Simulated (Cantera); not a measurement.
Cantera run:

```python
import numpy as np
import cantera as ct

gas_names = """
    ZrO2 N2 NO
""".split()
cond_names = """
    ZrN(s) ZrN(L)
""".split()


# ... load() reads the species with a 1 bar reference pressure and builds the phases ...
species = {s.name: s for s in load("nasa_gas.yaml", gas_names) + load("nasa_condensed.yaml", cond_names)}
# Each term lists the table entries of one substance; the one whose range holds T is used.
reactions = {
    '2 ZrO2(g) + 3 N2(g) = 2 ZrN + 4 NO(g)':
        [(-2, ['ZrO2']), (-3, ['N2']), (2, ['ZrN(s)', 'ZrN(L)']), (4, ['NO'])],
}


def pick(names, T):
    return next(species[n] for n in names if species[n].thermo.min_temp <= T <= species[n].thermo.max_temp)


results = []
for label, terms in reactions.items():
    print(label)
    print("     T/K   dH/kJ  dS/(J/K)   dG/kJ   log10 K")
    for T in [300, 2000, 2150, 2300, 2450, 2600]:
        used = [(nu, pick(names, T)) for nu, names in terms]
        dH = sum(nu * s.thermo.h(T) for nu, s in used) / 1e6
        dS = sum(nu * s.thermo.s(T) for nu, s in used) / 1e3
        dG = dH - T * dS / 1e3
        logK = -dG * 1e6 / (ct.gas_constant * T * np.log(10))
        results.append((label, T, dH, dS, dG, logK, [s.name for _, s in used]))
        print(f"{T:8g} {dH:8.1f} {dS:8.1f} {dG:8.1f} {logK:8.2f}")
```

Output:

```
2 ZrO2(g) + 3 N2(g) = 2 ZrN + 4 NO(g)
     T/K   dH/kJ  dS/(J/K)   dG/kJ   log10 K
     300    207.0   -201.4    267.4   -46.56
    2000    262.6   -145.9    554.3   -14.48
    2150    269.3   -142.6    576.0   -13.99
    2300    276.4   -139.4    597.1   -13.56
    2450    283.8   -136.3    617.8   -13.17
    2600    291.5   -133.3    638.0   -12.82
```

Standard-state values (1 bar) from the NASA 1993 polynomials, evaluated with Cantera. ZrN: taken at fixed stoichiometry. Condensed species are held in their standard states even where they would react or evaporate.
